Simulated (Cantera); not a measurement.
Gas mixture: 100 % H2, at 0.220 bar, frozen composition.

Cantera's kinetic-theory transport with the Lennard-Jones parameters of GRI-Mech 3.0, ideal gas; thermal conductivity in the mixture-averaged form.

D: mixture-averaged diffusion coefficient of that species in the mixture.

| T (K) | ρ (kg/m³) | cp (J/kg/K) | μ (µPa s) | λ (mW/m/K) | Pr | D (cm²/s) N2 | D (cm²/s) OH | D (cm²/s) CO2 |
|---|---|---|---|---|---|---|---|---|
| 400 | 0.0133 | 14520 | 10.9 | 229 | 0.689 | 5.84 | 8.09 | 5.04 |
| 600 | 0.00889 | 14510 | [?] | [?] | 0.688 | [?] | [?] | [?] |
| 800 | 0.00667 | 14690 | 17.0 | 363 | 0.689 | 18.6 | 25.7 | 16.3 |
| 1000 | 0.00533 | 14960 | [?] | [?] | 0.687 | [?] | [?] | [?] |
| 1200 | 0.00445 | 15380 | 22.1 | 494 | 0.689 | 36.5 | 50.3 | 32.1 |
| 1400 | 0.00381 | 15800 | 24.4 | 559 | 0.690 | 47.1 | 65.0 | 41.4 |
| 1600 | 0.00333 | 16220 | 26.6 | 625 | 0.691 | 58.7 | 81.0 | 51.7 |

Problem. Complete the blanks.

Solution. 
- 600, μ (µPa s): 14.1
- 600, λ (mW/m/K): 298
- 600, D (cm²/s) N2: 11.5
- 600, D (cm²/s) OH: 15.9
- 600, D (cm²/s) CO2: 10.1
- 1000, μ (µPa s): 19.7
- 1000, λ (mW/m/K): 428
- 1000, D (cm²/s) N2: 26.9
- 1000, D (cm²/s) OH: 37.2
- 1000, D (cm²/s) CO2: 23.7
